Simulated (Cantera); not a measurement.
A closed system holds: 1 mol CaCl₂, 1.1 mol H₂, 1.8 mol O₂, equilibrated at 1375 °C and 1.30 Pa.

These are equilibrium values from Cantera (NASA tables, ideal gas, pure condensed phases), not measurements of a reactor. Candidate condensed phases: Ca, CaCl₂, CaO, Ca(OH)₂, H₂O; 21 gas species. Condensed phases not in the tables: oxide chlorides. The numbers say what is thermodynamically allowed, not how fast it happens.

Base state: O₂ 0.323, HCl 0.228, H₂O 0.197, Cl 0.133, CaCl₂ 0.107, OH 0.00659, O 0.00400, H₂ 0.00111 (mole fractions); condensed: CaO(s).

What changes in the equilibrium state with this change: CaCl₂ replaced by FeCl₃?


```csv
species,before,after
O₂,0.323,0.294
HCl,0.228,0.244
Cl,0.133,0.169
FeCl₂,0,0.147
CaCl₂,0.107,0
H₂O,0.197,0.134
FeO,0,0.000497
Fe,0,0.000410
"CaO(s), mol",0.629,0
"Fe₃O₄(s), mol",0,0.124
```
Further candidate phases: Fe, FeCl₂, FeCl₃, FeO, Fe(OH)₂, Fe(OH)₃, Fe₂O₃, Fe₃O₄.

What changes in the equilibrium state with this change: pressure from 1.30 Pa to 133 Pa?


```
species        before     after
-----------  --------  --------
O₂              0.323     0.355
HCl             0.228     0.259
H₂O             0.197     0.193
Cl              0.133    0.0491
CaCl₂           0.107     0.140
H            0.000823   2.47e-5
CaCl          2.08e-5   7.23e-7
Cl₂           1.09e-5  0.000153
H₂            0.00111  0.000102
O             0.00400  0.000414
CaO(s), mol     0.629     0.524
```
